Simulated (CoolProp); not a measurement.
Computed with CoolProp (reference Helmholtz-energy equation of state, Thol 2019).

For tetradecamethylhexasiloxane (MD4M), give the phase and the Z, cp (kJ/(kg K)), cv (kJ/(kg K)), speed of sound (m/s) at 106.15 °C and 9.64 bar.


- 106.15 °C and 9.64 bar: liquid; Z 0.173, cp 1.89, cv 1.64, speed of sound 727
